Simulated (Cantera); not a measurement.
Input: 1 mol CH3SiCl3, 3.4 mol H2, held at 1602 °C and 3800 Pa.

Cantera equilibrium calculation (NASA polynomials, part measured and part estimated; ideal gas, pure solids and liquids). Candidate condensed phases: C, C6H6, C7H8, C8H18, Si, SiC; 109 gas species. The feed counts by its element totals alone. The tables' values for SiCl3, SiCl are old estimates; treat these amounts as uncertain. Equilibrium is a limit: real reactors are often held back by kinetics, nucleation or transport.

Base state: H2 0.559, HCl 0.408, SiCl2 0.0278, H 0.00251, Cl 0.00139, SiCl3 0.00109, C2H2 (acetylene) 0.000177, SiCl4 5.98e-5 (mole fractions); condensed: C(graphite) + SiC(s).

Task: What changes in the equilibrium state with this change: H2 from 3.4 to 34 mol?

Result: 
```json
[
 {"species": "H2", "before": "0.559", "after": "0.916"},
 {"species": "HCl", "before": "0.408", "after": "0.0794"},
 {"species": "H", "before": "0.00251", "after": "0.00322"},
 {"species": "SiCl2", "before": "0.0278", "after": "0.000644"},
 {"species": "SiCl4", "before": "5.98e-5", "after": "3.22e-8"},
 {"species": "SiCl3", "before": "0.00109", "after": "3.84e-6"},
 {"species": "C(graphite), mol", "before": "0.184", "after": "0.00239"},
 {"species": "SiC(s), mol", "before": "0.814", "after": "0.975"}
]
```

Task: What changes in the equilibrium state with this change: H2 from 3.4 to 780 mol?

Result: 
```tsv
species	before	after
H2	0.559	0.993
HCl	0.408	0.00380
H	0.00251	0.00335
SiCl2	0.0278	5.22e-6
Si	7.98e-6	3.05e-5
SiCl3	0.00109	1.43e-9
SiCl4	5.98e-5	<1e-9
C(graphite), mol	0.184	0
SiC(s), mol	0.814	0.961
```
